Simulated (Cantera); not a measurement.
Charge: 1 mol CF4, 0.75 mol H2, held at 2900 K and 1000 Pa.

These are equilibrium values from Cantera (NASA tables, ideal gas, pure condensed phases), not measurements of a reactor. Equilibrium is a limit: real reactors are often held back by kinetics, nucleation or transport.

| species | before | after |
|---|---|---|
| HF | 0.374 | 0.706 |
| CF4 | 2.50e-6 | 0.294 |
| CF2 | 0.0283 | 7.12e-5 |
| F | 0.530 | 1.21e-5 |
| CF | 0.0494 | <1e-9 |
| C3 | 0.0103 | <1e-9 |
| C | 0.00189 | <1e-9 |
| H | 0.00478 | 4.23e-9 |
| C2 | 0.00103 | <1e-9 |
| C5 | 0.000138 | <1e-9 |
| C2H | 3.26e-5 | <1e-9 |
| C4 | 2.60e-5 | <1e-9 |
| C(graphite), mol | 0.550 | 0.375 |
Gas species are given as mole fractions.

Problem. Which change was made?
A. temperature from 2900 K to 1425 K
B. H2 from 0.75 to 0.14 mol
C. temperature from 2900 K to 3473 K
D. CF4 replaced by CHF3

Solution. A, temperature from 2900 K to 1425 K. Gases not in the tables: C2F6 and larger saturated fluorocarbons
